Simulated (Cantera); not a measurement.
**Al + HCl (aluminium and copper etching)**

Input: 1 mol Al, a varied amount of HCl, at 0.383 Torr.

Cantera equilibrium calculation (NASA polynomials, part measured and part estimated; ideal gas, pure solids and liquids). Candidate condensed phases: Al, AlCl₃; 12 gas species. The tables' values for AlCl₂ are old estimates. The numbers say what is thermodynamically allowed, not how fast it happens.

Stable condensed phases:

```
T in °C \ n(HCl) in mol
         1.9 2.2 2.7 3.2 3.8 4.6 5.5 6.6 7.9 9.5  11  14  16
   1002    A   A   A   A   A   A   A   A   A   A   A   A   A
    952    A   A   A   A   A   A   A   A   A   A   A   A   A
    902    A   A   A   A   A   A   A   A   A   A   A   A   A
    852    A   A   A   A   A   A   A   A   A   A   A   A   A
    802    A   A   A   A   A   A   A   A   A   A   A   A   A
    752    A   A   A   A   A   A   A   A   A   A   A   A   A
    702    A   A   A   A   A   A   A   A   A   A   A   A   A
    652    B   B   A   A   A   A   A   A   A   A   A   A   A
    602    B   B   B   A   A   A   A   A   A   A   A   A   A
    552    B   B   B   A   A   A   A   A   A   A   A   A   A
    502    B   B   B   A   A   A   A   A   A   A   A   A   A
    452    B   B   B   A   A   A   A   A   A   A   A   A   A
    402    B   B   B   A   A   A   A   A   A   A   A   A   A
```

A: gas only; B: Al.
